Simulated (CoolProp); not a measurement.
Vapour-liquid equilibrium of R125 (1) + cyclopropane (2) at 37.85 °C; x and y are mole fractions of (1).

Model: multi-fluid Helmholtz-energy mixture model, Lemmon 2005 and Polt 1992; pair parameters Bell 2016, in CoolProp. This equation is an older, rougher fit; its heat capacities, sound speeds and derivatives of the liquid may be far off and weren't checked against measurements.

**Question.** Give the bubble pressure and the first vapour's composition at x = 0.05, 0.15, 0.25. Is there an azeotrope?

**Answer.** x = 0.05: 11.87 bar, y = 0.164; x = 0.15: 14.47 bar, y = 0.344; x = 0.25: 16.19 bar, y = 0.445. y crosses x between x = 0.75 and 0.85: the model has an azeotrope there.

Pair parameters are fitted to limited data, so mixtures are less certain than the pure fluids.
